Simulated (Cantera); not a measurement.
A perfectly stirred reactor is fed with CH₄ : O₂ : N₂ : H₂O = 1 : 2.02 : 7.6 : 0.57 (molar parts), equivalence ratio 0.99, at 2.00 bar; it is adiabatic with a 773 K inlet, and is followed from long to short residence time, starting on the burning branch (τ in s: 0.17, 0.071, 0.03, 0.012, 0.0051, 0.0021, 0.00088, 0.00037, 0.00015, 6.3e-05).

Detailed kinetics in Cantera: GRI-Mech 3.0 (53 species, 325 reactions).

**Question.** Predict: blow-out, bracketed by the residence times tried; x(CH₄) at τ = 0.170 s; x(O₂) at τ = 0.170 s; x(H₂O) at τ = 0.170 s; x(O) at τ = 0.170 s; x(CH₃) at τ = 0.170 s; x(CH₄) at τ = 2.10 ms; x(O₂) at τ = 2.10 ms; x(H₂O) at τ = 2.10 ms; x(O) at τ = 2.10 ms; x(CH₃) at τ = 2.10 ms.

**Answer.** 
| Property | Value |
|---|---|
| blow-out, bracketed by the residence times tried | burning at 63.0 µs, the shortest tried |
| x(CH₄) at τ = 0.170 s | 6.06e-7 |
| x(O₂) at τ = 0.170 s | 0.00825 |
| x(H₂O) at τ = 0.170 s | 0.217 |
| x(O) at τ = 0.170 s | 0.000571 |
| x(CH₃) at τ = 0.170 s | 3.83e-7 |
| x(CH₄) at τ = 2.10 ms | 3.08e-5 |
| x(O₂) at τ = 2.10 ms | 0.0126 |
| x(H₂O) at τ = 2.10 ms | 0.212 |
| x(O) at τ = 2.10 ms | 0.00115 |
| x(CH₃) at τ = 2.10 ms | 1.81e-5 |
